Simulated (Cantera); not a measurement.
A closed system holds: 1 mol Cr, 1.9 mol N2, equilibrated at 1598.15 K and 6.00e-6 bar.

These are equilibrium values from Cantera (NASA tables, ideal gas, pure condensed phases), not measurements of a reactor. Candidate condensed phases: Cr, CrN, Cr2N; 4 gas species. The numbers say what is thermodynamically allowed, not how fast it happens.

Base state: N2 0.655, Cr 0.345 (mole fractions); condensed: gas only.

What changes in the equilibrium state with this change: pressure from 6.00e-6 bar to 0.0100 bar?


| species | before | after |
|---|---|---|
| N2 | 0.655 | 1.000 |
| Cr | 0.345 | 0.000373 |
| Cr(s), mol | 0 | 0.999 |
